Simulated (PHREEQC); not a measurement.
Dissolve 1.2 mmol/kgw HNO3, 6.3 mmol/kgw CaCl2 and 2.9 mmol/kgw CdSO4 at 15 °C. Closed to the air; pH follows from the charge balance.

The numbers come from PHREEQC with the ion-association model, phreeqc.dat.

### Question
The ionic strength comes out as 0.0261 mol/kgw. What activity coefficients do Cd(SO4)2-2, SO4-2, Cd+2, CaHSO4+, H+ get?

### Answer
Cd(SO4)2-2 0.54, SO4-2 0.55, Cd+2 0.54, CaHSO4+ 0.86, H+ 0.88.

This is a speciation only: nothing precipitates in the calculation.
